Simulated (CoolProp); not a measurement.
1,2-dichloroethane along the isobar 67.6 bar: Z from the reference equation and from simpler models built on Tc = 288.4 °C, pc = 52.26 bar, ω = 0.269; each cubic takes its own stable root.

The numbers come from the reference Helmholtz-energy equation of state, Thol 2015 in CoolProp.

```tsv
T (°C)	phase	reference	van der Waals	Soave-Redlich-Kwong	Peng-Robinson
115.75	liquid	0.1854	0.3125	0.2109	0.1868
124.25	liquid	0.1837	0.3091	0.2091	0.1851
132.85	liquid	0.1822	0.3059	0.2075	0.1837
141.35	liquid	0.1809	0.3030	0.2061	0.1824
149.95	liquid	0.1798	0.3004	0.2050	0.1814
158.45	liquid	0.1788	0.2982	0.2042	0.1807
167.05	liquid	0.1780	0.2961	0.2036	0.1801
175.55	liquid	0.1774	0.2945	0.2034	0.1799
184.15	liquid	0.1770	0.2931	0.2034	0.1800
192.65	liquid	0.1768	0.2920	0.2038	0.1803
201.25	liquid	0.1769	0.2913	0.2046	0.1810
209.75	liquid	0.1771	0.2909	0.2057	0.1821
218.35	liquid	0.1777	0.2909	0.2074	0.1837
226.85	liquid	0.1785	0.2914	0.2096	0.1858
```
